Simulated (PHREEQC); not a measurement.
Phosphoric acid bath: speciation

Consider water at 25 °C with 0.48 mol/kgw H3PO4 and 0.26 mol/kgw K2HPO4. Closed to the air; pH follows from the charge balance.

The numbers come from PHREEQC with the ion-association model, phreeqc.dat.

Each row changes one thing in this solution. No solid was allowed to form.

```tsv
case	pH	ionic strength (mol/kgw)	H2PO4- (mol/kgw)	H3PO4 (mol/kgw)	HPO4-2 (mol/kgw)	KHPO4- (mol/kgw)
as made	2.34	0.526	0.526	0.214	2.35e-5	4.68e-6
temperature from 25 to 85 °C	2.58	0.524	0.523	0.216	6.06e-5	1.00e-5
K2HPO4 replaced by KNO3 at the same molality	1.24	0.333	0.0732	0.407	2.30e-7	2.72e-8
H3PO4 replaced by (NH4)2HPO4 at the same molality	8.07	2.04	0.0192	9.29e-9	0.650	0.0701
0.011 mol/kgw HF added	2.34	0.526	0.524	0.216	2.31e-5	4.59e-6
temperature from 25 to 90 °C	2.59	0.523	0.523	0.217	6.49e-5	1.05e-5
temperature from 25 to 10 °C	2.27	0.527	0.527	0.213	1.77e-5	3.64e-6
```

The ionic strength passes 0.7 mol/kgw, the rough limit of the ion-association models, in H3PO4 replaced by (NH4)2HPO4 at the same molality. At this temperature some constants are extrapolated from 25 °C, and those without enthalpy data are left unchanged.
